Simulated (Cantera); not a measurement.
# N2O furnace oxynitridation

An isothermal, constant-pressure homogeneous reactor starts with N₂O : H₂O = 1 : 0.084 (molar parts), at 1425 K and 105 Torr.

Cantera simulation using GRI-Mech 3.0 (53 species, 325 reactions); the numbers are that mechanism's predictions, not measurements. GRI-Mech 3.0 was tuned for natural gas; its chemistry of N2O as a main component is partial and can be far from experiment. The temperature is held fixed by assumption; the heat of reaction is taken as removed at once.

```json
[
 {"t (s)": "0.000400", "x N₂O": "0.920", "x H₂O": "0.0774", "x NO": "0.000268", "x NO₂": "1.77e-6", "x O₂": "0.000537", "x HO₂": "1.86e-5", "x H": "1.30e-7"},
 {"t (s)": "0.000937", "x N₂O": "0.917", "x H₂O": "0.0772", "x NO": "0.000635", "x NO₂": "1.67e-5", "x O₂": "0.00138", "x HO₂": "2.39e-5", "x H": "1.75e-7"},
 {"t (s)": "0.00220", "x N₂O": "0.910", "x H₂O": "0.0771", "x NO": "0.00146", "x NO₂": "7.76e-5", "x O₂": "0.00338", "x HO₂": "2.08e-5", "x H": "1.87e-7"},
 {"t (s)": "0.00514", "x N₂O": "0.893", "x H₂O": "0.0766", "x NO": "0.00333", "x NO₂": "0.000242", "x O₂": "0.00799", "x HO₂": "1.68e-5", "x H": "1.88e-7"},
 {"t (s)": "0.0120", "x N₂O": "0.856", "x H₂O": "0.0756", "x NO": "0.00751", "x NO₂": "0.000519", "x O₂": "0.0184", "x HO₂": "1.24e-5", "x H": "1.83e-7"},
 {"t (s)": "0.0282", "x N₂O": "0.777", "x H₂O": "0.0735", "x NO": "0.0165", "x NO₂": "0.000771", "x O₂": "0.0406", "x HO₂": "7.73e-6", "x H": "1.82e-7"},
 {"t (s)": "0.0661", "x N₂O": "0.628", "x H₂O": "0.0696", "x NO": "0.0335", "x NO₂": "0.000821", "x O₂": "0.0831", "x HO₂": "3.91e-6", "x H": "1.94e-7"},
 {"t (s)": "0.155", "x N₂O": "0.401", "x H₂O": "0.0636", "x NO": "0.0590", "x NO₂": "0.000621", "x O₂": "0.148", "x HO₂": "1.57e-6", "x H": "2.28e-7"},
 {"t (s)": "0.363", "x N₂O": "0.161", "x H₂O": "0.0572", "x NO": "0.0844", "x NO₂": "0.000329", "x O₂": "0.218", "x HO₂": "4.86e-7", "x H": "2.75e-7"},
 {"t (s)": "0.850", "x N₂O": "0.0284", "x H₂O": "0.0537", "x NO": "0.0963", "x NO₂": "0.000175", "x O₂": "0.258", "x HO₂": "1.35e-7", "x H": "1.85e-7"},
 {"t (s)": "1.99", "x N₂O": "0.00157", "x H₂O": "0.0530", "x NO": "0.0973", "x NO₂": "0.000219", "x O₂": "0.266", "x HO₂": "6.35e-8", "x H": "1.85e-8"},
 {"t (s)": "4.67", "x N₂O": "7.47e-6", "x H₂O": "0.0530", "x NO": "0.0971", "x NO₂": "0.000278", "x O₂": "0.267", "x HO₂": "5.89e-8", "x H": "7.88e-9"},
 {"t (s)": "10.9", "x N₂O": "2.10e-6", "x H₂O": "0.0530", "x NO": "0.0971", "x NO₂": "0.000278", "x O₂": "0.267", "x HO₂": "5.89e-8", "x H": "7.85e-9"},
 {"t (s)": "25.6", "x N₂O": "2.09e-6", "x H₂O": "0.0530", "x NO": "0.0969", "x NO₂": "0.000278", "x O₂": "0.267", "x HO₂": "5.89e-8", "x H": "7.85e-9"},
 {"t (s)": "60.0", "x N₂O": "2.08e-6", "x H₂O": "0.0530", "x NO": "0.0966", "x NO₂": "0.000277", "x O₂": "0.267", "x HO₂": "5.90e-8", "x H": "7.85e-9"}
]
```
x: mole fraction; the columns are a selection and need not sum to one.

Equilibrium at this temperature and pressure: N₂O 1.93e-8, H₂O 0.0530, NO 0.000916, NO₂ 2.85e-6, O₂ 0.315, HO₂ 6.67e-8, H 7.51e-9 (gas phase only).
